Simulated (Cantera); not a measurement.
## Thermodynamics of abatement and gas-phase synthesis, feed H₂O + O₂ + H₂

Charge: 1 mol H₂O, 1.5 mol O₂, 3.4 mol H₂, held at 1675 K and 43.0 mbar.

These are equilibrium values from Cantera (NASA tables, ideal gas, pure condensed phases), not measurements of a reactor. Candidate condensed phases: H₂O; 9 gas species. The numbers say what is thermodynamically allowed, not how fast it happens.

* **x(H₂O)**: 0.909
* **x(H₂)**: 0.0909
* **x(H)**: 0.000169
* **x(OH)**: 8.17e-5
* **gas amount**: 4.401 mol
